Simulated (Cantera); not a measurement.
A closed system holds: 1 mol SiO2, 0.37 mol Al2O3, 87 mol H2, equilibrated at 2077 °C.

Equilibrium computed with Cantera from the NASA thermochemical tables; the gas is ideal and each condensed phase is pure. Candidate condensed phases: Al, Al2O3, Al2SiO5, Al6Si2O13, H2O, Si, SiO2; 28 gas species. Gases not in the tables: Al(OH)3. Rates play no part.

Which condensed phases are stable at each of these points (P (Pa)): 10, 42, 180, 750, 3200, 13000, 56000, 240000, 1000000?


```tsv
P (Pa)	condensed phases	Si condensed (%)
10	gas only	0.0
42	gas only	0.0
180	gas only	0.0
750	Al2O3(l)	0.0
3200	Al2O3(l)	0.0
13000	Al2O3(l)	0.0
56000	Al2O3(l)	0.0
240000	Al2O3(l)	0.0
1000000	Al2O3(l)	0.0
```

From 10.0 Pa to 1.80 mbar nothing is condensed. From 7.50 mbar to 10.0 bar the condensed part is Al2O3(l).
